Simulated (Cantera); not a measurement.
An isothermal plug-flow reactor at 773 K and 1.00 bar (inlet), inlet velocity 0.33 m/s, active area per volume 7900 1/m; feed CH₄ : O₂ : N₂ = 0.0039 : 0.15 : 0.79 (molar parts), equivalence ratio 0.052.

Cantera simulation using Deutschmann's 1995 Pt surface mechanism with GRI-Mech 3.0 gas chemistry; the numbers are that mechanism's predictions, not measurements. Catalytic surfaces can have several steady states; this one follows from the mechanism file's or the stated starting coverage. Mass transfer to the wall is taken as infinitely fast.

Task: Predict: x(CH₄) at z = 0.02 m; x(O₂) at z = 0.02 m; x(H₂O) at z = 0.02 m; x(CO₂) at z = 0.02 m; x(CO) at z = 0.02 m; θ(free Pt) at the exit; θ(O*) at the exit.

Result: 
- x(CH₄) at z = 0.02 m: 0.00350
- x(O₂) at z = 0.02 m: 0.158
- x(H₂O) at z = 0.02 m: 0.00126
- x(CO₂) at z = 0.02 m: 0.000631
- x(CO) at z = 0.02 m: 3.56e-7
- θ(free Pt) at the exit: 0.0209
- θ(O*) at the exit: 0.978
